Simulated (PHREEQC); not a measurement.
A PHREEQC input (ion-association model, wateq4f.dat):

```
SOLUTION 1
  temp 25
  units g/L
  pH 6.08
  pe 11.9
  Na 0.14
  K 0.232
  Ca 0.329
  Mg 0.135
  Cl 1.13
  S(6) 0.0979 as SO4
  Alkalinity 0.379 as HCO3
  Cd 0.00972
  B 0.00376
  Zn 0.0446
END
USE solution 1
EQUILIBRIUM_PHASES 1
  CO2(g) -2.5 10
END
```

The run finishes without an error or a warning.

Its last state differs from that of the intended input:

```tsv
quantity	as run	intended
pH	7.88	5.35
ionic strength (mol/kgw)	0.0524	6.07e-5
HCO3- (mol/kgw)	0.00441	1.07e-5
CaSO4 (mol/kgw)	0.000203	1.55e-9
MgSO4 (mol/kgw)	0.000165	1.23e-9
CaHCO3+ (mol/kgw)	0.000202	1.09e-9
SI of Otavite (CdCO3)	+2.39	-4.93
SI of ZnCO3:H2O (ZnCO3:H2O)	+1.35	-5.88
```

### Question
One thing in the input isn't as intended. What explains the difference?

### Answer
One answer among several that fit: The fault: the units line changed with the numbers kept. The line should read `units mg/L` where the input has `units g/L`.
